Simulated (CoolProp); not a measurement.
p-xylene along the isotherm 490.4 K: Z from the reference equation and from simpler models built on Tc = 616.2 K, pc = 35.32 bar, ω = 0.324; each cubic takes its own stable root.

The numbers come from the reference Helmholtz-energy equation of state, Zhou 2012 in CoolProp.

| p (bar) | phase | reference |
|---|---|---|
| 1.12 | gas | 0.9736 |
| 1.88 | gas | 0.9550 |
| 3.18 | gas | 0.9213 |
| 5.37 | gas | 0.8582 |
| 9.06 | liquid | 0.03536 |
| 15.3 | liquid | 0.05952 |
| 25.8 | liquid | 0.09984 |
| 43.5 | liquid | 0.1670 |
| 73.5 | liquid | 0.2786 |
| 124 | liquid | 0.4619 |
| 209 | liquid | 0.7601 |
| 353 | liquid | 1.245 |

Q: How far does each simpler model (van der Waals, Soave-Redlich-Kwong) lie from the reference over these 12 states: mean and median of the absolute difference, and the worst?

A: 
- van der Waals: mean 230.6 %, median 59.0 %, worst +2299.6 % at 490.4 K and 9.06 bar
- Soave-Redlich-Kwong: mean 9.9 %, median 12.6 %, worst +16.7 % at 490.4 K and 9.06 bar

At some of these states van der Waals gives the other phase, because its saturation line lies elsewhere.
